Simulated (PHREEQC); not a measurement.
A solution holds 0.0025 mol/kgw Cu(NO3)2 and 0.00014 mol/kgw H3BO3, at 25 °C. Closed to the air; pH follows from the charge balance.

All values are PHREEQC results (ion-association model, wateq4f.dat), not measurements.

The ionic strength comes out as 0.00749 mol/kgw. What activity coefficients do Cu+2, NO3-, CuOH+, Cu2(OH)2+2, H+ get?

Cu+2 0.71, NO3- 0.91, CuOH+ 0.91, Cu2(OH)2+2 0.70, H+ 0.92.

Precipitation was switched off in this run. Species that the database lacks are ignored.
